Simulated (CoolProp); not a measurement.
Saturation properties of R1233zd(E).

Model: reference Helmholtz-energy equation of state, Akasaka 2022, in CoolProp.

```csv
T (K),p (MPa),liquid density (kg/m³),vapour density (kg/m³),enthalpy of vaporisation (kJ/kg),liquid cp (kJ/(kg K))
198.4,0.0003905,___,0.03091,236.2,1.011
207.4,0.0008730,1462,___,___,1.025
216.5,0.001817,1443,0.1320,227.9,1.039
225.5,0.003499,1425,0.2443,223.9,1.053
234.5,0.006348,1406,0.4271,220.0,1.068
243.5,0.01093,1387,0.7098,216.0,1.083
252.5,0.01796,1367,1.129,212.1,1.099
261.6,0.02848,1347,1.737,208.0,1.115
```

Q: What belongs in the gaps?

A: 
- 198.4, liquid density (kg/m³): 1480
- 207.4, vapour density (kg/m³): 0.06614
- 207.4, enthalpy of vaporisation (kJ/kg): 232.1

It boils at 291.3 K under 1 atm.
